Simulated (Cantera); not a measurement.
What does this Cantera script print?

```python
import numpy as np
import cantera as ct

gas_names = """
    C CN CO CO2 C2 CCN CNC C2N2 C2O C3 C3O2 C4 C4N2 C5 N NCO NO NO2 NO3 N2 N2O O O2 O3 Si SiC SiC2 SiN
    SiO SiO2 Si2 Si2C Si2N Si3
""".split()
cond_names = """
    C(gr) Si(cr) Si(L) SiC(b) SiO2(Lqz) SiO2(hqz) SiO2(L) Si2N2O(s) Si3N4(a)
""".split()


# ... load() reads the species with a 1 bar reference pressure and builds the phases ...
atoms = {
    'SiC': {'Si': 1, 'C': 1},
    'N2O': {'N': 2, 'O': 1},
    'N2': {'N': 2},
}
top_T = {'C(gr)': 4500, 'SiC(b)': 3050, 'Si2N2O(s)': 2100, 'Si3N4(a)': 2400}  # K; cautious upper limits of use, not melting points


# ... equilibrate(T, P, feed) seeds the gas with the atoms and calls Mixture.equilibrate('TP', solver="vcs", rtol=1e-11, max_steps=5000) ...
results = []
T = 1948.15  # K
P = 300000  # Pa
for m in [21, 32, 50, 76, 120, 180, 280, 420, 650]:
    feed = {'SiC': 1, 'N2O': 0.76, 'N2': m}  # mol
    mix = equilibrate(T, P, feed)
    results.append((T, P, feed, dict(zip(mix.species_names, mix.species_moles))))

top = {s: max(r[3][s] / sum(r[3][g] for g in gas_names) for r in results) for s in gas_names}
cols = sorted((s for s in top if top[s] > 1e-06), key=lambda s: -top[s])[:9]
seen = [c for c in cond_names if any(r[3].get(c, 0) > 1e-12 for r in results)]
print("log10 of partial pressures in bar; condensed amounts in mol")
print(f"{'n(N2)':>10s}" + "".join(f"{s[:9]:>10s}" for s in cols + seen))
for T, P, feed, n in results:
    ng = sum(n[g] for g in gas_names)
    print(f"{feed['N2']:10.4g}" + "".join(f"{np.log10(max(n[s] / ng * P / 1e5, 1e-99)):10.3f}" for s in cols)
          + "".join(f"{n.get(c, 0):10.4g}" for c in seen))
```

Output:

```
log10 of partial pressures in bar; condensed amounts in mol
     n(N2)        N2        CO       SiO    SiC(b) Si2N2O(s)  Si3N4(a)
        21     0.467    -1.164    -2.921    0.4962    0.2475         0
        32     0.470    -1.340    -2.982    0.4971    0.2457         0
        50     0.473    -1.530    -3.047    0.4984    0.2432         0
        76     0.473    -1.597    -3.070    0.3499   0.08812    0.1506
       120     0.474    -1.739    -3.214    0.2646         0    0.2369
       180     0.475    -1.914    -3.390    0.2645         0    0.2369
       280     0.476    -2.105    -3.582    0.2644         0    0.2369
       420     0.476    -2.281    -3.758    0.2642         0    0.2369
       650     0.477    -2.470    -3.947    0.2641         0    0.2369
```

Cantera equilibrium calculation (NASA polynomials, part measured and part estimated; ideal gas, pure solids and liquids). Mutual solubility and eutectic melting of coexisting phases are not modelled.
